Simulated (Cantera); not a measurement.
Silicon etching in halogen gases: Si + HF

A closed system holds: 1 mol Si, 8.2 mol HF, equilibrated at 948.15 K and 10.0 mbar.

Cantera equilibrium calculation (NASA polynomials, part measured and part estimated; ideal gas, pure solids and liquids). Candidate condensed phases: Si; 25 gas species. Rates play no part.

```yaml
x(HF): 0.583
x(H2): 0.278
x(SiF4): 0.139
gas_amount: 7.200 mol
log10 activity of Si(s) (absent): -19.20
```
